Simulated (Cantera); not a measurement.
Carbon deposition, reforming and gasification: C₃H₈ + O₂

Charge: 1 mol C₃H₈, 1.3 mol O₂, held at 1.00 bar.

Cantera equilibrium calculation (NASA polynomials, part measured and part estimated; ideal gas, pure solids and liquids). Candidate condensed phases: C, C₆H₆, C₇H₈, C₈H₁₈, H₂O; 110 gas species. Kinetics and transport are ignored.

From 1775 K to 2425 K the condensed part is C(graphite). The main C-bearing gas is CO throughout.

```
T (K)  log p H₂  log p CO  log p H  log p C₂H₂ (acetylene)  log p CH₄  log p H₂O  log p CH₃  log p C₄H₂  n C(graphite)
-----  --------  --------  -------  ----------------------  ---------  ---------  ---------  ----------  -------------
1775      -0.22     -0.40    -3.65                   -4.06      -3.51      -4.11      -5.64       -8.32          0.397
1825      -0.22     -0.40    -3.47                   -3.89      -3.59      -4.22      -5.53       -7.96          0.397
1875      -0.22     -0.40    -3.29                   -3.72      -3.65      -4.32      -5.43       -7.62          0.396
1925      -0.22     -0.40    -3.13                   -3.56      -3.72      -4.42      -5.33       -7.30          0.395
1975      -0.22     -0.40    -2.97                   -3.41      -3.78      -4.51      -5.24       -6.99          0.394
2025      -0.22     -0.40    -2.83                   -3.26      -3.84      -4.60      -5.15       -6.70          0.392
2075      -0.22     -0.40    -2.68                   -3.13      -3.89      -4.68      -5.07       -6.43          0.389
2125      -0.22     -0.41    -2.55                   -3.00      -3.95      -4.76      -4.99       -6.16          0.386
2175      -0.22     -0.41    -2.42                   -2.87      -4.00      -4.83      -4.91       -5.91          0.382
2225      -0.22     -0.41    -2.30                   -2.75      -4.05      -4.91      -4.84       -5.68          0.376
2275      -0.22     -0.41    -2.18                   -2.64      -4.09      -4.98      -4.78       -5.45          0.369
2325      -0.22     -0.41    -2.07                   -2.54      -4.14      -5.04      -4.71       -5.23          0.361
2375      -0.23     -0.41    -1.96                   -2.43      -4.18      -5.11      -4.65       -5.03          0.350
2425      -0.23     -0.41    -1.86                   -2.34      -4.23      -5.17      -4.60       -4.83          0.338
```
log p: log10 of the partial pressure in bar; n: condensed amount in mol.
